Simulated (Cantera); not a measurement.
An isothermal, constant-pressure homogeneous reactor starts with N2O : H2O = 1 : 0.14 (molar parts), at 1548 K and 90.0 Torr.

Model: GRI-Mech 3.0 (53 species, 325 reactions), integrated in Cantera. GRI-Mech 3.0 was tuned for natural gas; its chemistry of N2O as a main component is partial and can be far from experiment. The temperature is held fixed by assumption; the heat of reaction is taken as removed at once.

Task: Predict: x(N2O) at 100 s; x(H2O) at 100 s; x(H) at 100 s; x(O) at 100 s; x(HO2) at 100 s; x(O2) at 100 s; x(N2) at 100 s.

Result: 
```json
{
 "x(N2O) at 100 s": "2.41e-6 (gas-phase equilibrium 3.01e-8)",
 "x(H2O) at 100 s": "0.0853 (gas-phase equilibrium 0.0853)",
 "x(H) at 100 s": "1.19e-7 (gas-phase equilibrium 1.13e-7)",
 "x(O) at 100 s": "1.11e-5 (gas-phase equilibrium 1.22e-5)",
 "x(HO2) at 100 s": "1.68e-7 (gas-phase equilibrium 1.94e-7)",
 "x(O2) at 100 s": "0.252 (gas-phase equilibrium 0.304)",
 "x(N2) at 100 s": "0.557 (gas-phase equilibrium 0.609)"
}
```
